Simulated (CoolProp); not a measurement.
Values from CoolProp's reference Helmholtz-energy equation of state, Lemmon 2006. It is a short technical equation, of lower accuracy than the large ones.

**Question.** For C2F6 (R116), give the phase and the cp (kJ/(kg K)), speed of sound (m/s), Joule-Thomson coefficient (K/MPa), conductivity (mW/(m K)) at 332.3 K and 0.327 MPa; 332.3 K and 2.29 MPa; 332.3 K and 3.92 MPa.

**Answer.** 
- 332.3 K and 0.327 MPa: gas; cp 0.833, speed of sound 144, Joule-Thomson coefficient 6.26, conductivity 17.5
- 332.3 K and 2.29 MPa: gas; cp 0.943, speed of sound 126, Joule-Thomson coefficient 7.42, conductivity 18.9
- 332.3 K and 3.92 MPa: supercritical; cp 1.18, speed of sound 111, Joule-Thomson coefficient 8.05, conductivity 22.4

Thermal conductivity comes from a separate model (Huber 2003), an estimate that may be off by 10 % or more.
